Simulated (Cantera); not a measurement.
Equilibrium for halide evaporation, hydrolysis and transport: NaCl + N2

Input: 1 mol NaCl, 1.8 mol N2, held at 0.270 Pa.

These are equilibrium values from Cantera (NASA tables, ideal gas, pure condensed phases), not measurements of a reactor. Candidate condensed phases: Na, NaCl; 8 gas species. Kinetics and transport are ignored.

From 1350 K to 1900 K nothing is condensed. The main Na-bearing gas is NaCl at 1350 K and Na at 1900 K.

```json
[
 {"T (K)": "1350", "log p N2": "-5.76", "log p NaCl": "-6.02", "log p Cl": "-8.49", "log p Na": "-8.49", "log p Na2Cl2": "-10.90", "log p Cl2": "-13.55"},
 {"T (K)": "1400", "log p N2": "-5.76", "log p NaCl": "-6.02", "log p Cl": "-8.21", "log p Na": "-8.21", "log p Na2Cl2": "-11.17", "log p Cl2": "-13.32"},
 {"T (K)": "1450", "log p N2": "-5.76", "log p NaCl": "-6.02", "log p Cl": "-7.94", "log p Na": "-7.94", "log p Na2Cl2": "-11.43", "log p Cl2": "-13.11"},
 {"T (K)": "1500", "log p N2": "-5.76", "log p NaCl": "-6.03", "log p Cl": "-7.69", "log p Na": "-7.69", "log p Na2Cl2": "-11.68", "log p Cl2": "-12.92"},
 {"T (K)": "1550", "log p N2": "-5.77", "log p NaCl": "-6.04", "log p Cl": "-7.46", "log p Na": "-7.46", "log p Na2Cl2": "-11.91", "log p Cl2": "-12.75"},
 {"T (K)": "1600", "log p N2": "-5.77", "log p NaCl": "-6.05", "log p Cl": "-7.25", "log p Na": "-7.25", "log p Na2Cl2": "-12.15", "log p Cl2": "-12.59"},
 {"T (K)": "1650", "log p N2": "-5.77", "log p NaCl": "-6.07", "log p Cl": "-7.06", "log p Na": "-7.06", "log p Na2Cl2": "-12.38", "log p Cl2": "-12.45"},
 {"T (K)": "1700", "log p N2": "-5.78", "log p NaCl": "-6.11", "log p Cl": "-6.88", "log p Na": "-6.88", "log p Na2Cl2": "-12.63", "log p Cl2": "-12.32"},
 {"T (K)": "1750", "log p N2": "-5.79", "log p NaCl": "-6.15", "log p Cl": "-6.72", "log p Na": "-6.72", "log p Na2Cl2": "-12.89", "log p Cl2": "-12.23"},
 {"T (K)": "1800", "log p N2": "-5.81", "log p NaCl": "-6.22", "log p Cl": "-6.58", "log p Na": "-6.58", "log p Na2Cl2": "-13.18", "log p Cl2": "-12.16"},
 {"T (K)": "1850", "log p N2": "-5.82", "log p NaCl": "-6.31", "log p Cl": "-6.46", "log p Na": "-6.46", "log p Na2Cl2": "-13.51", "log p Cl2": "-12.12"},
 {"T (K)": "1900", "log p N2": "-5.84", "log p NaCl": "-6.42", "log p Cl": "-6.36", "log p Na": "-6.36", "log p Na2Cl2": "-13.89", "log p Cl2": "-12.11"}
]
```
log p: log10 of the partial pressure in bar; nothing condenses.
